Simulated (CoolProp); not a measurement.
Normal hydrogen along the isotherm 36.5 K: Z from the reference equation and from simpler models built on Tc = 33.1 K, pc = 1.296 MPa, ω = -0.219; each cubic takes its own stable root.

Computed with CoolProp (reference Helmholtz-energy equation of state, Leachman 2009).

| p (MPa) | phase | reference | Redlich-Kwong | Peng-Robinson |
|---|---|---|---|---|
| 0.00615 | gas | 0.9988 | 0.9988 | 0.9985 |
| 0.0109 | gas | 0.9979 | 0.9978 | 0.9974 |
| 0.0194 | gas | 0.9962 | 0.9961 | 0.9954 |
| 0.0346 | gas | 0.9933 | 0.9931 | 0.9918 |
| 0.0615 | gas | 0.9880 | 0.9877 | 0.9854 |
| 0.109 | gas | 0.9786 | 0.9781 | 0.9741 |
| 0.194 | gas | 0.9615 | 0.9607 | 0.9534 |
| 0.346 | gas | 0.9297 | 0.9287 | 0.9157 |
| 0.615 | gas | 0.8696 | 0.8691 | 0.8454 |
| 1.09 | gas | 0.7464 | 0.7510 | 0.7061 |
| 1.94 | supercritical | 0.4143 | 0.4883 | 0.3882 |
